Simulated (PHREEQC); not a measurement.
Make-up at 46 °C: 0.017 mol KH2PO4 and 6.1e-05 mol Na2SO4 per kg of water. Closed to the air; pH follows from the charge balance.

Equilibrium calculation in PHREEQC: ion-association model, phreeqc.dat.

```yaml
pH: 4.67
ionic_strength: 0.0173 mol/kgw
specific_conductance: 2520 µS/cm
```

| species | molality | activity | log γ |
|---|---|---|---|
| K+ | 0.0170 | 0.0148 | -0.060 |
| H2PO4- | 0.0169 | 0.0148 | -0.056 |
| Na+ | 0.000122 | 0.000107 | -0.058 |
| HPO4-2 | 8.12e-5 | 4.80e-5 | -0.229 |
| H3PO4 | 5.87e-5 | 5.89e-5 | 0.002 |
| SO4-2 | 5.54e-5 | 3.27e-5 | -0.230 |
| H+ | 2.40e-5 | 2.14e-5 | -0.050 |

Precipitation was switched off in this run. Complexes and solids missing from the database can't appear. At this temperature some constants are extrapolated from 25 °C, and those without enthalpy data are left unchanged.
